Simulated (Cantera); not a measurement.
A perfectly stirred reactor is fed with CH4 : CO2 = 1 : 1.5 (molar parts), at 1.00 bar; it is held at 1950 K, and followed from long to short residence time.

Computed with Cantera and GRI-Mech 3.0 (53 species, 325 reactions).

One state of this run: x CH4 = 0.0398; x CO2 = 0.158; x HO2 = 2.58e-11; x O2 = 8.74e-9; x O = 1.97e-8. x: mole fraction; the columns are a selection and need not sum to one.

Q: Which value of τ (s) does it belong to?
A. 0.0058
B. 0.78
C. 0.39
D. 0.012

A: A, 0.0058
